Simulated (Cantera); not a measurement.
Feed: 1 mol Si, 17 mol HCl, 0.73 mol F2, held at 525 K and 0.130 bar.

Cantera equilibrium calculation (NASA polynomials, part measured and part estimated; ideal gas, pure solids and liquids). Candidate condensed phases: Si; 37 gas species. The numbers say what is thermodynamically allowed, not how fast it happens.

Base state: HCl 0.864, H2 0.0759, SiCl4 0.0380, SiF4 0.0218 (mole fractions); condensed: gas only.

What changes in the equilibrium state with this change: temperature from 525 K to 1625 K?


| species | before | after |
|---|---|---|
| HCl | 0.864 | 0.864 |
| H2 | 0.0759 | 0.0648 |
| SiCl4 | 0.0380 | 0.0265 |
| HF | 1.24e-6 | 0.0116 |
| SiF4 | 0.0218 | 0.0174 |
| SiCl3 | <1e-9 | 0.00784 |
| SiCl2 | <1e-9 | 0.00539 |
| SiF3 | <1e-9 | 0.00158 |
| Cl | <1e-9 | 0.000523 |
The tables' values for SiCl3, SiF3, SiF2 are old estimates; treat these amounts as uncertain.
